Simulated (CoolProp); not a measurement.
Aqueous ethanol as a coolant, 59 % by mass, freezing at -44.1 °C, 1 atm.

The numbers come from the Melinder's fits for secondary coolants in CoolProp.

```tsv
T (°C)	viscosity (mPa s)	cp (kJ/(kg K))	conductivity (W/(m K))	Prandtl number
-37.6	48.9	2.796	0.275	497
-31.4	31.2	2.901	0.276	328
-25.2	20.8	3.003	0.276	226
-19	14.4	3.101	0.277	161
-12.8	10.3	3.193	0.278	119
-6.6	7.63	3.281	0.279	89.9
-0.4	5.80	3.363	0.279	69.8
5.8	4.51	3.439	0.280	55.3
11.9	3.58	3.507	0.281	44.8
18.1	2.88	3.569	0.282	36.6
24.3	2.35	3.623	0.282	30.1
30.5	1.93	3.670	0.283	25.0
```
